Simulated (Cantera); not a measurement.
A Cantera script and what it prints.

```python
import numpy as np
import cantera as ct

gas_names = """
    H HNO HNO2 HNO3 HO2 H2 H2O H2O2 N NH NH2 NH3 NH2OH NO NO2 NO3 N2 N2H2 N2H4 N2O O OH O2 O3 V VN VO
    VO2
""".split()
cond_names = """
    H2O(s) H2O(L) V(cr) V(L) VN(s) VO(s) VO(L) V2O3(s) V2O3(L) V2O4(I) V2O4(II) V2O4(L) V2O5(s) V2O5(L)
""".split()


# ... load() reads the species with a 1 bar reference pressure and builds the phases ...
atoms = {
    'V': {'V': 1},
    'N2O': {'N': 2, 'O': 1},
    'N2': {'N': 2},
    'NH3': {'N': 1, 'H': 3},
}
top_T = {'VN(s)': 2300}  # K; cautious upper limits of use, not melting points


# ... equilibrate(T, P, feed) seeds the gas with the atoms and calls Mixture.equilibrate('TP', solver="vcs", rtol=1e-11, max_steps=5000) ...
results = []
feed = {'V': 1, 'N2O': 0.1, 'N2': 0.34, 'NH3': 0.53}  # mol
T = 2298  # K
P = 10000  # Pa
mix = equilibrate(T, P, feed)
results.append((T, P, feed, dict(zip(mix.species_names, mix.species_moles))))
x = sorted(zip(gas.X, gas.species_names), reverse=True)
print(f"T = {T:g} K  P = {P:g} Pa  gas = {mix.phase_moles(0):.4g} mol")
print("   x: " + "  ".join(f"{s} {v:.3e}" for v, s in x if v > 0.0001))
print("   condensed (mol): " + ("  ".join(f"{mix.phase(i).name} {mix.phase_moles(i):.4g}"
      for i in range(1, mix.n_phases) if mix.phase_moles(i) > 1e-12) or "none"))
```

Output:

```
T = 2298 K  P = 10000 Pa  gas = 1.519 mol
   x: H2 5.120e-01  N2 4.640e-01  H 2.167e-02  V 1.077e-03  VO 7.497e-04  H2O 4.508e-04
   condensed (mol): V(L) 0.8992  VO(L) 0.09797
```

Cantera equilibrium calculation (NASA polynomials, part measured and part estimated; ideal gas, pure solids and liquids). Each liquid is taken as pure. Mutual solubility and eutectic melting of coexisting phases are not modelled. VO: taken at fixed stoichiometry. Condensed phases not in the tables: V2N, N, O or C dissolved in the metal.
